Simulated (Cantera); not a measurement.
Charge: 1 mol CH3SiH3, 3 mol HCl, 12 mol H2, equilibrated at 0.0120 bar.

Equilibrium computed with Cantera from the NASA thermochemical tables; the gas is ideal and each condensed phase is pure. Candidate condensed phases: C, C6H6, C7H8, C8H18, Si, SiC; 109 gas species. The feed counts by its element totals alone. Gases not in the tables: Si2H6 and higher silanes. Rates play no part.

Question: Which condensed phases are stable at each of these points (T (°C)): 1750, 1800, 1850, 1900, 1950, 2000, 2050, 2100, 2150?

Answer: 
```csv
T (°C),condensed phases,Si condensed (%)
1750,C(graphite) + SiC(s),91.8
1800,C(graphite) + SiC(s),90.1
1850,C(graphite) + SiC(s),87.7
1900,C(graphite) + SiC(s),83.9
1950,C(graphite) + SiC(s),77.4
2000,C(graphite) + SiC(s),66.2
2050,C(graphite) + SiC(s),46.4
2100,C(graphite) + SiC(s),10.9
2150,C(graphite),0.0
```

From 1750 °C to 2100 °C the condensed part is C(graphite) + SiC(s). At 2150 °C the condensed part is C(graphite).
